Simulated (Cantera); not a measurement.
# NO annealing gas

A perfectly stirred reactor is fed with 40.0 % NO, 60.0 % N₂, at 255 Torr; it is held at 2175 K, and followed from long to short residence time.

Detailed kinetics in Cantera: GRI-Mech 3.0 (53 species, 325 reactions).

| τ (s) | x NO | x N₂ | x O₂ | x N₂O | x O | x NO₂ |
|---|---|---|---|---|---|---|
| 8.0 | 0.0290 | 0.785 | 0.184 | 6.46e-7 | 0.00171 | 2.09e-5 |
| 3.0 | 0.0503 | 0.774 | 0.174 | 1.31e-6 | 0.00166 | 3.51e-5 |
| 1.1 | 0.0952 | 0.752 | 0.151 | 3.93e-6 | 0.00156 | 6.21e-5 |
| 0.41 | 0.175 | 0.712 | 0.111 | 1.30e-5 | 0.00136 | 9.86e-5 |
| 0.15 | 0.279 | 0.660 | 0.0596 | 3.44e-5 | 0.00103 | 0.000117 |
| 0.057 | 0.351 | 0.624 | 0.0239 | 5.67e-5 | 0.000726 | 1.00e-4 |
| 0.021 | 0.383 | 0.608 | 0.00812 | 6.90e-5 | 0.000529 | 7.64e-5 |
| 0.0079 | 0.394 | 0.603 | 0.00269 | 7.22e-5 | 0.000424 | 6.15e-5 |
| 0.0030 | 0.398 | 0.601 | 0.000809 | 6.94e-5 | 0.000339 | 4.95e-5 |
| 0.0011 | 0.399 | 0.600 | 0.000171 | 5.92e-5 | 0.000223 | 3.28e-5 |
| 0.00041 | 0.400 | 0.600 | 2.31e-5 | 4.15e-5 | 0.000100 | 1.43e-5 |
x: mole fraction; the columns are a selection and need not sum to one.
